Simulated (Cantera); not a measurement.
An adiabatic, constant-volume homogeneous reactor starts with CH₄ : O₂ : N₂ = 1 : 1.18 : 10.2 (molar parts), at 1423 K and 6.70 bar. Integrator tolerance rtol = 1e-08.

Cantera simulation using GRI-Mech 3.0 (53 species, 325 reactions); the numbers are that mechanism's predictions, not measurements.

Q: What does this change do: pressure from 6.70 bar to 1.60 bar?

A: 
```
quantity                                                              before                                      after
---------------------------------  -----------------------------------------  -----------------------------------------
time of steepest temperature rise                                    1.63 ms                                    5.08 ms
temperature at 0.300 s                                                2402 K                                     2391 K
equilibrium temperature                                               2402 K                                     2391 K
x(CH₄) at 0.300 s                  1.21e-10 (gas-phase equilibrium 1.36e-10)  7.09e-12 (gas-phase equilibrium 7.99e-12)
x(O₂) at 0.300 s                     2.19e-6 (gas-phase equilibrium 2.19e-6)    8.15e-6 (gas-phase equilibrium 8.15e-6)
x(HCN) at 0.300 s                    2.42e-7 (gas-phase equilibrium 2.43e-7)    5.75e-8 (gas-phase equilibrium 5.75e-8)
x(CH₃) at 0.300 s                  4.12e-11 (gas-phase equilibrium 4.62e-11)  4.71e-12 (gas-phase equilibrium 5.30e-12)
x(CH₂) at 0.300 s                  1.21e-12 (gas-phase equilibrium 1.35e-12)      <1e-12 (gas-phase equilibrium <1e-12)
x(H₂O) at 0.300 s                      0.0880 (gas-phase equilibrium 0.0880)      0.0876 (gas-phase equilibrium 0.0876)
x(N₂O) at 0.300 s                    1.18e-8 (gas-phase equilibrium 1.18e-8)    1.08e-8 (gas-phase equilibrium 1.08e-8)
```

Q: What does this change do: pressure from 6.70 bar to 19.0 bar?

A: 
```json
[
 {"quantity": "time of steepest temperature rise", "before": "1.63 ms", "after": "0.608 ms"},
 {"quantity": "temperature at 0.300 s", "before": "2402 K", "after": "2407 K"},
 {"quantity": "equilibrium temperature", "before": "2402 K", "after": "2407 K"},
 {"quantity": "x(CH₄) at 0.300 s", "before": "1.21e-10 (gas-phase equilibrium 1.36e-10)", "after": "9.71e-10 (gas-phase equilibrium 1.08e-9)"},
 {"quantity": "x(O₂) at 0.300 s", "before": "2.19e-6 (gas-phase equilibrium 2.19e-6)", "after": "8.09e-7 (gas-phase equilibrium 8.09e-7)"},
 {"quantity": "x(HCN) at 0.300 s", "before": "2.42e-7 (gas-phase equilibrium 2.43e-7)", "after": "6.90e-7 (gas-phase equilibrium 6.90e-7)"},
 {"quantity": "x(CH₃) at 0.300 s", "before": "4.12e-11 (gas-phase equilibrium 4.62e-11)", "after": "2.00e-10 (gas-phase equilibrium 2.22e-10)"},
 {"quantity": "x(CH₂) at 0.300 s", "before": "1.21e-12 (gas-phase equilibrium 1.35e-12)", "after": "3.57e-12 (gas-phase equilibrium 3.93e-12)"},
 {"quantity": "x(H₂O) at 0.300 s", "before": "0.0880 (gas-phase equilibrium 0.0880)", "after": "0.0882 (gas-phase equilibrium 0.0882)"},
 {"quantity": "x(N₂O) at 0.300 s", "before": "1.18e-8 (gas-phase equilibrium 1.18e-8)", "after": "1.22e-8 (gas-phase equilibrium 1.22e-8)"}
]
```
The pressure lies above the range GRI-Mech 3.0 was tuned for (to about 10 atm).
